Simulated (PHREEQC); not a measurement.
A solution holds 0.017 mol HF, 0.00022 mol NH4HF2, 5e-05 mol (NH4)2SiF6 and 0.00013 mol H2SO4 per kg of water, at 75 °C and 50 atm. Closed to the air; pH follows from the charge balance.

Model: ion-association model, phreeqc.dat, run in PHREEQC.

This is a speciation only: nothing precipitates in the calculation.

Task: Order these F species by the share of F that they hold, largest first: F-, HF, SiF6-2, HF2-.

Result: HF (85 %), F- (11 %), SiF6-2 (1.6 %), HF2- (1.5 %)

The pH is 2.69 and the ionic strength 0.00261 mol/kgw. Complexes and solids missing from the database can't appear. Under pressure, the constants of complexes without a molar volume in the database are unreliable. Constants without temperature data keep their 25 °C values here. SiF6-2 is the database's only silicon fluoride.
